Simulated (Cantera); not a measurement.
Input: 1 mol CH₃F, 0.015 mol Si, at 1073 K and 2.90 Pa.

Equilibrium computed with Cantera from the NASA thermochemical tables; the gas is ideal and each condensed phase is pure. Candidate condensed phases: C, C₆H₆, C₇H₈, C₈H₁₈, Si, SiC; 113 gas species. The numbers say what is thermodynamically allowed, not how fast it happens.

Problem. What is the equilibrium state?

Solution. 
- x(H₂) = 0.519
- x(HF) = 0.474
- x(SiF₄) = 0.00756
- x(H) = 1.87e-6
- n(C(graphite)) = 1.000 mol
- gas amount = 1.985 mol
- log10 activity of Si(s) (absent) = -13.70
